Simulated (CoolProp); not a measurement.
R1233zd(E) at several states: density (kg/m³) from the reference equation and from simpler models built on Tc = 438.9 K, pc = 3.583 MPa, ω = 0.304; each cubic takes its own stable root.

Values from CoolProp's reference Helmholtz-energy equation of state, Akasaka 2022.

```tsv
T (K)	p (MPa)	phase	reference
311.3	0.0273	gas	1.388
342.8	0.944	liquid	1148
337.8	16.5	liquid	1222
```

Problem. How far does each simpler model (van der Waals, Soave-Redlich-Kwong) lie from the reference over these 3 states: mean and median of the absolute difference, and the worst?

Solution. 
- van der Waals: mean 43.8 %, median 35.4 %, worst -95.5 % at 342.8 K and 0.944 MPa
- Soave-Redlich-Kwong: mean 6.6 %, median 8.3 %, worst -11.2 % at 342.8 K and 0.944 MPa

At some of these states van der Waals gives the other phase, because its saturation line lies elsewhere.
